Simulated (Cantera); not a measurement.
## N2O furnace oxynitridation

An isothermal, constant-pressure homogeneous reactor starts with N2O : H2O = 1 : 0.026 (molar parts), at 1350 K and 6.23 Torr.

Detailed kinetics in Cantera: GRI-Mech 3.0 (53 species, 325 reactions). GRI-Mech 3.0 was tuned for natural gas; its chemistry of N2O as a main component is partial and can be far from experiment. Radical loss at walls, strong at low pressure, is not modelled. The mechanism lacks the step 2 NO + O2 → 2 NO2, which can matter for NO2 below about 1400 K. The temperature is held fixed by assumption; the heat of reaction is taken as removed at once.

```
t (s)     x N2O   x H2O      x O2      x NO    x H2O2     x HO2
--------  -----  ------  --------  --------  --------  --------
0.000100  0.975  0.0253   2.93e-7   1.22e-7    <1e-12  5.20e-11
0.000305  0.975  0.0253   2.36e-6   9.82e-7    <1e-12   1.31e-9
0.000931  0.975  0.0253   1.51e-5   6.30e-6  4.34e-12   2.74e-8
0.00284   0.974  0.0253   6.70e-5   2.79e-5  2.05e-10   3.97e-7
0.00867   0.974  0.0253  0.000230   9.52e-5   8.50e-9   3.47e-6
0.0265    0.972  0.0253  0.000739  0.000294   1.10e-7   1.12e-5
0.0807    0.966  0.0252   0.00232  0.000860   8.60e-8   9.70e-6
0.246     0.949  0.0251   0.00708   0.00251   3.82e-8   6.36e-6
0.752     0.900  0.0247    0.0210   0.00738   1.34e-8   3.52e-6
2.29      0.769  0.0236    0.0582    0.0205   3.44e-9   1.45e-6
7.00      0.497  0.0212     0.136    0.0479  8.76e-10   4.30e-7
```
x: mole fraction; the columns are a selection and need not sum to one.

Equilibrium at this temperature and pressure: N2O 3.34e-9, H2O 0.0170, O2 0.327, NO 0.000620, H2O2 7.04e-11, HO2 1.03e-8 (gas phase only).
